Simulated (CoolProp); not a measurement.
Vapour-liquid equilibrium of carbon dioxide (1) + hydrogen sulfide (2) at -6.45 °C; x and y are mole fractions of (1).

Model: multi-fluid Helmholtz-energy mixture model, Span 1996 and Lemmon 2006; pair parameters Kunz 2012, in CoolProp.

Q: Give the bubble pressure and the first vapour's composition at x = 0.15, 0.25, 0.65. Is there an azeotrope?

A: x = 0.15: 1487 kPa, y = 0.467; x = 0.25: 1792 kPa, y = 0.582; x = 0.65: 2515 kPa, y = 0.792. No azeotrope shows between x = 0.05 and 0.95.

Pair parameters are fitted to limited data, so mixtures are less certain than the pure fluids.
